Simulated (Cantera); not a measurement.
Input: 1 mol Si2H6, 0.51 mol NO, 1.3 mol H2, 0.13 mol O2, equilibrated at 623.15 K and 13.3 mbar.

These are equilibrium values from Cantera (NASA tables, ideal gas, pure condensed phases), not measurements of a reactor. Candidate condensed phases: H2O, Si, SiO2, Si2N2O, Si3N4; 35 gas species. The feed counts by its element totals alone. Equilibrium is a limit: real reactors are often held back by kinetics, nucleation or transport.

Base state: H2 1.00 (mole fractions); condensed: Si(s) + SiO2(α-quartz) + Si2N2O(s).

What changes in the equilibrium state with this change: temperature from 623.15 K to 1900 K?


| species | before | after |
|---|---|---|
| H2 | 1.00 | 0.801 |
| SiO | <1e-9 | 0.144 |
| N2 | <1e-9 | 0.0477 |
| H | <1e-9 | 0.00615 |
| Si | <1e-9 | 0.000946 |
| SiH | <1e-9 | 8.48e-5 |
| SiH2 | <1e-9 | 4.67e-5 |
| Si(s), mol | 1.23 | 0 |
| SiO2(α-quartz), mol | 0.258 | 0 |
| Si2N2O(s), mol | 0.255 | 0 |
| Si(l), mol | 0 | 1.22 |
Gases not in the tables: Si2H6 and higher silanes.

What changes in the equilibrium state with this change: Si2H6 replaced by TEOS?


| species | before | after |
|---|---|---|
| H2 | 1.00 | 0.535 |
| H2O | <1e-9 | 0.209 |
| CH4 | 0 | 0.194 |
| CO2 | 0 | 0.0324 |
| N2 | <1e-9 | 0.0255 |
| CO | 0 | 0.00391 |
| NH3 | <1e-9 | 2.36e-5 |
| Si(s), mol | 1.23 | 0 |
| SiO2(α-quartz), mol | 0.258 | 1.00 |
| Si2N2O(s), mol | 0.255 | 0 |
| C(graphite), mol | 0 | 5.70 |
Further candidate phases: C, C6H6, C7H8, C8H18, SiC.

What changes in the equilibrium state with this change: temperature from 623.15 K to 1473 K?


```
species              before     after
-------------------  ------  --------
H2                     1.00     0.976
SiO                   <1e-9    0.0235
H                     <1e-9  0.000108
Si(s), mol             1.23      1.18
SiO2(α-quartz), mol   0.258         0
Si2N2O(s), mol        0.255     0.255
SiO2(β-quartz), mol       0     0.206
```
Mutual solubility and eutectic melting of coexisting phases are not modelled. The tables hold silica as quartz up to 1696 K and as liquid above; real silica turns to tridymite and cristobalite and melts near 1996 K.
